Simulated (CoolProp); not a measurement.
Vapour-liquid equilibrium of CH2F2 (R32) (1) + R236EA (2) at 16.15 °C; x and y are mole fractions of (1).

Computed with CoolProp (multi-fluid Helmholtz-energy mixture model, Tillner-Roth 1997 and Rui 2013; pair parameters Bell 2016).

```tsv
x	bubble pressure (MPa)	y at the bubble point	dew pressure at overall composition x (MPa)	liquid density (mol/L)
0.05	0.1945	0.255	0.1567	9.837
0.125	0.2649	0.482	0.1687	10.27
0.2	0.3388	0.620	0.1826	10.74
0.275	0.4160	0.712	0.1991	11.24
0.35	0.4962	0.777	0.2188	11.78
0.425	0.5793	0.827	0.2428	12.37
0.5	0.6654	0.865	0.2726	13.00
0.575	0.7546	0.896	0.3106	13.69
0.65	0.8469	0.921	0.3608	14.45
0.725	0.9427	0.943	0.4300	15.28
0.8	1.042	0.961	0.5312	16.20
0.875	1.145	0.977	0.6921	17.21
0.95	1.251	0.991	0.9799	18.33
```

No azeotrope shows between x = 0.05 and 0.95.

The pair parameters rest on a limited set of measurements; away from them the model extrapolates.
